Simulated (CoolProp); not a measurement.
Vapour-liquid equilibrium of benzene (1) + toluene (2) at 642 kPa; x and y are mole fractions of (1).

The numbers come from the multi-fluid Helmholtz-energy mixture model, Thol 2012 and Lemmon 2006; pair parameters Bell 2016 in CoolProp.

```json
[
 {"x": "0.05", "bubble temperature (K)": "462.2", "y at the bubble point": "0.083", "dew temperature at overall composition x (K)": "463.2", "liquid density (mol/L)": "7.545"},
 {"x": "0.15", "bubble temperature (K)": "457.8", "y at the bubble point": "0.236", "dew temperature at overall composition x (K)": "460.3", "liquid density (mol/L)": "7.714"},
 {"x": "0.25", "bubble temperature (K)": "453.5", "y at the bubble point": "0.371", "dew temperature at overall composition x (K)": "457.4", "liquid density (mol/L)": "7.885"},
 {"x": "0.35", "bubble temperature (K)": "449.5", "y at the bubble point": "0.491", "dew temperature at overall composition x (K)": "454.2", "liquid density (mol/L)": "8.058"},
 {"x": "0.45", "bubble temperature (K)": "445.7", "y at the bubble point": "0.597", "dew temperature at overall composition x (K)": "450.9", "liquid density (mol/L)": "8.233"},
 {"x": "0.55", "bubble temperature (K)": "442.1", "y at the bubble point": "0.691", "dew temperature at overall composition x (K)": "447.4", "liquid density (mol/L)": "8.412"},
 {"x": "0.65", "bubble temperature (K)": "438.6", "y at the bubble point": "0.774", "dew temperature at overall composition x (K)": "443.7", "liquid density (mol/L)": "8.593"},
 {"x": "0.75", "bubble temperature (K)": "435.4", "y at the bubble point": "0.848", "dew temperature at overall composition x (K)": "439.7", "liquid density (mol/L)": "8.777"},
 {"x": "0.85", "bubble temperature (K)": "432.3", "y at the bubble point": "0.914", "dew temperature at overall composition x (K)": "435.3", "liquid density (mol/L)": "8.966"},
 {"x": "0.95", "bubble temperature (K)": "429.4", "y at the bubble point": "0.973", "dew temperature at overall composition x (K)": "430.6", "liquid density (mol/L)": "9.158"}
]
```

No azeotrope shows between x = 0.05 and 0.95.

The pair parameters rest on a limited set of measurements; away from them the model extrapolates.
